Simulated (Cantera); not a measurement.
A freely propagating, adiabatic, planar premixed flame of H2 : O2 : N2 = 1 : 0.455 : 1.71 (molar parts), equivalence ratio 1.1, unburnt at 348 K and 100.0 Torr; mixture-averaged transport, grid criteria slope 0.08 and curve 0.16, no radiation.

Computed with Cantera and the H2/O2 subset of GRI-Mech 3.0, which has no nitrogen chemistry. Burning velocities carry a grid error of a few per cent, more on coarse grids.

x: mole fraction of selected species; z is measured from the peak of heat release.

| z (mm) | T (K) | u (m/s) | x H2 | x O2 | x O | x H | x OH | x H2O |
|---|---|---|---|---|---|---|---|---|
| -16.5 | 348 | 2.63 | 0.316 | 0.144 | <1e-8 | <1e-8 | <1e-8 | <1e-8 |
| -11.0 | 348 | 2.63 | 0.316 | 0.144 | <1e-8 | <1e-8 | <1e-8 | <1e-8 |
| -8.26 | 348 | 2.63 | 0.316 | 0.144 | <1e-8 | <1e-8 | <1e-8 | <1e-8 |
| -5.50 | 348 | 2.63 | 0.316 | 0.144 | <1e-8 | <1e-8 | <1e-8 | <1e-8 |
| -2.75 | 350 | 2.64 | 0.315 | 0.144 | 2.39e-7 | 2.31e-6 | 1.50e-6 | 2.05e-5 |
| -1.38 | 557 | 4.11 | 0.287 | 0.140 | 9.60e-5 | 0.00517 | 0.000732 | 0.0144 |
| 0 | 1045 | 7.43 | 0.158 | 0.0961 | 0.00528 | 0.0544 | 0.00220 | 0.113 |
| 1.38 | 1337 | 9.41 | 0.0617 | 0.0344 | 0.0113 | 0.0841 | 0.00662 | 0.223 |
| 2.75 | 1458 | 10.2 | 0.0536 | 0.0253 | 0.0116 | 0.0781 | 0.00881 | 0.240 |
| 5.50 | 1593 | 11.0 | 0.0556 | 0.0221 | 0.0108 | 0.0650 | 0.0111 | 0.247 |
| 11.0 | 1741 | 11.9 | 0.0568 | 0.0190 | 0.00938 | 0.0510 | 0.0132 | 0.256 |
| 22.0 | 1893 | 12.8 | 0.0560 | 0.0155 | 0.00741 | 0.0378 | 0.0146 | 0.267 |
| 44.0 | 2038 | 13.7 | 0.0533 | (withheld) | (withheld) | (withheld) | 0.0148 | 0.280 |

**Question.** Fill in the missing entries.

**Answer.** 
- 44.0, x O2: 0.0120
- 44.0, x O: 0.00529
- 44.0, x H: 0.0263
